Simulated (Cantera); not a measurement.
Charge: 1 mol (CH₃)₂SiCl₂, 1.7 mol H₂, at 44.3 Torr.

Cantera equilibrium calculation (NASA polynomials, part measured and part estimated; ideal gas, pure solids and liquids). Candidate condensed phases: C, C₆H₆, C₇H₈, C₈H₁₈, Si, SiC; 109 gas species. The feed counts by its element totals alone. Gases not in the tables: Si₂H₆ and higher silanes. The numbers say what is thermodynamically allowed, not how fast it happens.

### Question
What share of the Si ends up in condensed phases as a function of T (°C), at 627, 727, 827, 927, 1027, 1127, 1227, 1327, 1427, 1527, 1627, 1727, 1827, 1927?

### Answer
```
T (°C)  Si condensed (%)      as
------  ----------------  ------
627                 59.3  SiC(s)
727                 67.9  SiC(s)
827                 78.2  SiC(s)
927                 87.8  SiC(s)
1027                94.0  SiC(s)
1127                96.4  SiC(s)
1227                96.6  SiC(s)
1327                95.8  SiC(s)
1427                94.5  SiC(s)
1527                92.9  SiC(s)
1627                91.0  SiC(s)
1727                88.9  SiC(s)
1827                86.6  SiC(s)
1927                84.0  SiC(s)
```
